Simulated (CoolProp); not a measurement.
Vapour-liquid equilibrium of cyclohexane (1) + benzene (2) at 18.45 °C; x and y are mole fractions of (1).

Values from CoolProp's multi-fluid Helmholtz-energy mixture model, Zhou 2014 and Thol 2012; pair parameters Bell 2016.

```csv
x,bubble pressure (MPa),y at the bubble point,dew pressure at overall composition x (MPa),liquid density (mol/L)
0.05,0.009651,0.082,0.009516,11.15
0.2,0.01033,0.260,0.01012,10.79
0.35,0.01066,0.388,0.01058,10.46
0.5,0.01076,0.501,0.01076,10.15
0.65,0.01067,0.617,0.01061,9.867
0.8,0.01038,0.753,0.01025,9.600
0.95,0.009852,0.928,0.009779,9.349
```

y crosses x between x = 0.5 and 0.65: the model has an azeotrope there.

Pair parameters are fitted to limited data, so mixtures are less certain than the pure fluids.
